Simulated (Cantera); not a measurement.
A perfectly stirred reactor is fed with 6.98 % CH₄, 1.05 % CO, 19.3 % O₂, 72.6 % N₂, at 1.20 bar; it is adiabatic with a 800 K inlet, and is followed from long to short residence time, starting on the burning branch (τ in s: 0.028, 0.014, 0.0069, 0.0035, 0.0017, 0.00087, 0.00044, 0.00022, 0.00011, 5.5e-05).

Cantera simulation using GRI-Mech 3.0 (53 species, 325 reactions); the numbers are that mechanism's predictions, not measurements.

Task: Predict: blow-out, bracketed by the residence times tried; x(CH₄) at τ = 28.0 ms; x(CO) at τ = 28.0 ms; x(O₂) at τ = 28.0 ms; x(O) at τ = 28.0 ms; x(CH₂O) at τ = 28.0 ms; x(CH₄) at τ = 0.870 ms; x(CO) at τ = 0.870 ms; x(O₂) at τ = 0.870 ms; x(O) at τ = 0.870 ms; x(CH₂O) at τ = 0.870 ms.

Result: 
```
Property                                                                          Result
------------------------------------------------  --------------------------------------
blow-out, bracketed by the residence times tried  burning at 55.0 µs, the shortest tried
x(CH₄) at τ = 28.0 ms                                                            4.73e-6
x(CO) at τ = 28.0 ms                                                             0.00401
x(O₂) at τ = 28.0 ms                                                              0.0486
x(O) at τ = 28.0 ms                                                              0.00106
x(CH₂O) at τ = 28.0 ms                                                           8.50e-7
x(CH₄) at τ = 0.870 ms                                                           6.92e-5
x(CO) at τ = 0.870 ms                                                             0.0130
x(O₂) at τ = 0.870 ms                                                             0.0532
x(O) at τ = 0.870 ms                                                             0.00382
x(CH₂O) at τ = 0.870 ms                                                          1.19e-5
```
